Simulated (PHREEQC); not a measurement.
0.016 g of hydrous ferric oxide (600 m²/g; 0.2 weak and 0.005 strong sites per Fe, Dzombak-Morel constants, diffuse double layer) in 1 kg of water with 0.05 mol/kgw of an inert sodium salt and 2.7e-05 mol/kgw ZnSO4, at 25 °C; the pH is set by adding NaOH or the inert anion's acid. O2 is buffered at 0.21 atm. No CO2 enters from the air. Nothing may precipitate in this run.

Base run: PHREEQC, ion-association model, wateq4f.dat. Each further column changes one thing. The table gives Zn sorbed (%).

```tsv
pH	base	no electrostatic term (-no_edl)	background salt from 0.05 to 0.005 mol/kgw	oxide from 0.016 to 0.08 g/kgw	3e-05 mol/kgw NaF added
4	0.0	0.0	0.0	0.0	0.0
4.38	0.0	0.0	0.0	0.1	0.0
5.12	0.2	0.4	0.3	1.1	0.2
5.5	0.9	1.4	1.2	4.0	0.9
6.25	3.5	5.6	3.9	16.8	3.6
6.62	6.0	13.6	6.7	26.8	6.0
7.38	25.6	58.5	27.0	74.9	25.8
7.75	39.7	76.0	40.3	91.6	39.7
8.5	58.4	89.0	57.1	99.3	58.4
8.88	60.4	85.1	59.1	99.6	60.4
9.62	58.3	45.7	58.8	99.6	58.3
10	56.4	19.1	58.1	99.4	56.3
```

In at least one series the solution becomes supersaturated in solids that the run did not let form, among them Zn(OH)2-e.
